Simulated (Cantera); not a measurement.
Feed: 1 mol SiC, 0.49 mol Si, 0.02 mol N₂, held at 55.0 Pa.

These are equilibrium values from Cantera (NASA tables, ideal gas, pure condensed phases), not measurements of a reactor. Candidate condensed phases: C, Si, SiC, Si₃N₄; 32 gas species. Ions and electrons are included (thermal ionisation). Equilibrium is a limit: real reactors are often held back by kinetics, nucleation or transport.

Problem. Which condensed phases are stable at each of these points (T (K)): 2500, 3000, 3500, 4000, 4500, 5000?

Solution. 
| T (K) | condensed phases | Si condensed (%) |
|---|---|---|
| 2500 | C(graphite) | 0.0 |
| 3000 | gas only | 0.0 |
| 3500 | gas only | 0.0 |
| 4000 | gas only | 0.0 |
| 4500 | gas only | 0.0 |
| 5000 | gas only | 0.0 |

At 2500 K the condensed part is C(graphite). From 3000 K to 5000 K nothing is condensed.
